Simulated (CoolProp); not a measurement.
Vapour-liquid equilibrium of m-xylene (1) + o-xylene (2) at 506.3 K; x and y are mole fractions of (1).

The numbers come from the multi-fluid Helmholtz-energy mixture model, Zhou 2012 and Zhou 2012; pair parameters Bell 2016 in CoolProp.

**Question.** Give the bubble pressure and the first vapour's composition at x = 0.2, 0.35, 0.65. Is there an azeotrope?

**Answer.** x = 0.2: 0.6829 MPa, y = 0.215; x = 0.35: 0.6952 MPa, y = 0.372; x = 0.65: 0.7205 MPa, y = 0.671. No azeotrope shows between x = 0.05 and 0.95.

The pair parameters rest on a limited set of measurements; away from them the model extrapolates.
